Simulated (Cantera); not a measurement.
Reactions in the system Cu-F-H-O

Source: NASA polynomial tables (part measured, part estimated), evaluated in Cantera. Values are per mole of reaction as written; species without (g) are pure solids or liquids, kept so even where they would boil at 1 bar.

3 Cu2O + 12 HF(g) → O3(g) + 12 H(g) + 6 CuF2

```json
[
 {"T (K)": "925", "ΔH° (kJ)": "3439.4", "ΔS° (J/K)": "-54.0", "ΔG° (kJ)": "3489.4", "log10 K": "-197.04", "condensed phases": "Cu2O(s), CuF2(s)"},
 {"T (K)": "1000", "ΔH° (kJ)": "3457.5", "ΔS° (J/K)": "-35.2", "ΔG° (kJ)": "3492.7", "log10 K": "-182.44", "condensed phases": "Cu2O(s), CuF2(s)"},
 {"T (K)": "1075", "ΔH° (kJ)": "3475.6", "ΔS° (J/K)": "-17.8", "ΔG° (kJ)": "3494.7", "log10 K": "-169.81", "condensed phases": "Cu2O(s), CuF2(s)"},
 {"T (K)": "1150", "ΔH° (kJ)": "3826.8", "ΔS° (J/K)": "298.8", "ΔG° (kJ)": "3483.1", "log10 K": "-158.21", "condensed phases": "Cu2O(s), CuF2(l)"},
 {"T (K)": "1225", "ΔH° (kJ)": "3847.6", "ΔS° (J/K)": "316.4", "ΔG° (kJ)": "3460.1", "log10 K": "-147.53", "condensed phases": "Cu2O(s), CuF2(l)"},
 {"T (K)": "1300", "ΔH° (kJ)": "3867.8", "ΔS° (J/K)": "332.3", "ΔG° (kJ)": "3435.7", "log10 K": "-138.05", "condensed phases": "Cu2O(s), CuF2(l)"},
 {"T (K)": "1375", "ΔH° (kJ)": "3887.1", "ΔS° (J/K)": "346.8", "ΔG° (kJ)": "3410.2", "log10 K": "-129.55", "condensed phases": "Cu2O(s), CuF2(l)"},
 {"T (K)": "1450", "ΔH° (kJ)": "3905.7", "ΔS° (J/K)": "360.0", "ΔG° (kJ)": "3383.7", "log10 K": "-121.89", "condensed phases": "Cu2O(s), CuF2(l)"}
]
```

2 HF(g) + Cu(OH)2 → O2(g) + CuF2(g) + 4 H(g)

```tsv
T (K)	ΔH° (kJ)	ΔS° (J/K)	ΔG° (kJ)	log10 K
925	1602.1	479.3	1158.8	-65.43
1000	1601.7	478.9	1122.8	-58.65
1075	1601.3	478.5	1086.9	-52.81
1150	1600.8	478.0	1051.1	-47.74
1225	1600.2	477.5	1015.2	-43.29
1300	1599.6	477.1	979.4	-39.35
1375	1598.9	476.6	943.7	-35.85
1450	1598.3	476.1	907.9	-32.71
```
